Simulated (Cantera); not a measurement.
Input (Python, Cantera) and output of one run.

```python
import numpy as np
import cantera as ct

gas_names = """
    H H2 N NH NH2 NH3 N2 N2H2 N2H4 Si SiH SiH2 SiH3 SiH4 SiN Si2 Si2N Si3
""".split()
cond_names = """
    Si(cr) Si(L) Si3N4(a)
""".split()


# ... load() reads the species with a 1 bar reference pressure and builds the phases ...
atoms = {
    'SiH4': {'Si': 1, 'H': 4},
    'N2': {'N': 2},
}
top_T = {'Si3N4(a)': 2400}  # K; cautious upper limits of use, not melting points


# ... equilibrate(T, P, feed) seeds the gas with the atoms and calls Mixture.equilibrate('TP', solver="vcs", rtol=1e-11, max_steps=5000) ...
results = []
feed = {'SiH4': 1, 'N2': 1.3}  # mol
T = 873  # K
P = 5.3  # Pa
mix = equilibrate(T, P, feed)
results.append((T, P, feed, dict(zip(mix.species_names, mix.species_moles))))
print(gas.report(threshold=0.0001))
for i in range(1, mix.n_phases):
    print(f"{mix.phase(i).name:16s} {mix.phase_moles(i):12.5e} mol")
```

Output:

```
       temperature   873 K
          pressure   5.3 Pa
           density   6.0376e-06 kg/m^3
  mean mol. weight   8.2687 kg/kmol
   phase of matter   gas

                          1 kg             1 kmol
                     ---------------   ---------------
          enthalpy        2.0543e+06        1.6987e+07  J
   internal energy        1.1765e+06        9.7281e+06  J
           entropy             31858        2.6342e+05  J/K
    Gibbs function       -2.5757e+07       -2.1298e+08  J
 heat capacity c_p            3673.4             30374  J/K
 heat capacity c_v            2667.9             22060  J/K

                      mass frac. Y      mole frac. X     chem. pot. / RT
                     ---------------   ---------------   ---------------
                H2           0.18517           0.75949           -27.299
                N2           0.81483           0.24051           -35.794
     [  +16 minor]        5.4424e-08        3.1692e-08

Si(cr)            0.00000e+00 mol
Si3N4(a)          3.33333e-01 mol
```

Equilibrium computed with Cantera from the NASA thermochemical tables; the gas is ideal and each condensed phase is pure. N2 is the only nitrogen source here; it is nearly inert below about 1500 K, so the nitride shown seldom forms there in practice.
